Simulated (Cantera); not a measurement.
An isothermal, constant-pressure homogeneous reactor starts with NH3 : N2 = 1 : 10 (molar parts), at 1675 K and 22.5 Torr. Integrator tolerance rtol = 1e-08.

Computed with Cantera and the gas-phase N/H chemistry of the illustrative SiF4/NH3 mechanism in the Surface Chemkin manual (1991). Walls and surfaces, which speed up NH3 decomposition in real reactors, are not modelled.

| quantity | before | after |
|---|---|---|
| x(NH3) at 10.0 s | 0.0530 (gas-phase equilibrium 4.73e-8) | 0.0807 (gas-phase equilibrium 6.55e-8) |
| x(H2) at 10.0 s | 0.0520 (gas-phase equilibrium 0.125) | 0.0140 (gas-phase equilibrium 0.125) |
| x(N) at 10.0 s | 1.33e-7 (gas-phase equilibrium 1.80e-11) | 2.62e-8 (gas-phase equilibrium 1.13e-12) |
| x(NH2) at 10.0 s | 5.37e-5 (gas-phase equilibrium 2.26e-10) | 3.84e-5 (gas-phase equilibrium 7.78e-11) |
| x(H) at 10.0 s | 2.12e-5 (gas-phase equilibrium 0.000238) | 2.94e-6 (gas-phase equilibrium 6.47e-5) |
| x(N2H4) at 10.0 s | 9.63e-10 (gas-phase equilibrium <1e-12) | 2.42e-9 (gas-phase equilibrium <1e-12) |

Question: What was changed between the two runs?
A. temperature 1675 to 1550 K
B. NH3 1 to 5.2 parts
C. pressure from 22.5 Torr to 0.900 bar
D. pressure from 22.5 Torr to 0.870 bar

Answer: A, temperature 1675 to 1550 K
